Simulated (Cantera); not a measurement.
A closed system holds: 1 mol AlN, 30 mol H2O, 1.3 mol N2, equilibrated at 1748 K.

These are equilibrium values from Cantera (NASA tables, ideal gas, pure condensed phases), not measurements of a reactor. Candidate condensed phases: Al, AlN, Al2O3, H2O; 35 gas species. Gases not in the tables: Al(OH)3. Rates play no part.

x: gas mole fraction; n: condensed amount in mol.

```csv
P (Pa),x H2O,x H2,x N2,x H,x O2,x OH,n Al2O3(s)
1,0.824,0.0727,0.0546,0.0195,0.0137,0.0129,0.500
5.20,0.868,0.0567,0.0558,0.00754,0.00482,0.00674,0.500
27,0.886,0.0498,0.0563,…,…,…,0.500
140,0.893,0.0477,0.0565,0.00133,0.000267,0.00146,0.500
720,0.895,0.0473,0.0566,0.000586,5.32e-5,0.000646,0.500
3700,0.896,0.0472,0.0566,0.000258,1.04e-5,0.000286,0.500
19000,0.896,0.0472,0.0566,…,…,…,0.500
100000,0.896,0.0472,0.0566,4.96e-5,3.86e-7,5.50e-5,0.500
```

Question: What belongs in the gaps?

Answer: 
- 19000, x H: 0.000114
- 19000, x O2: 2.03e-6
- 19000, x OH: 0.000126
- 27, x H: 0.00310
- 27, x O2: 0.00126
- 27, x OH: 0.00322
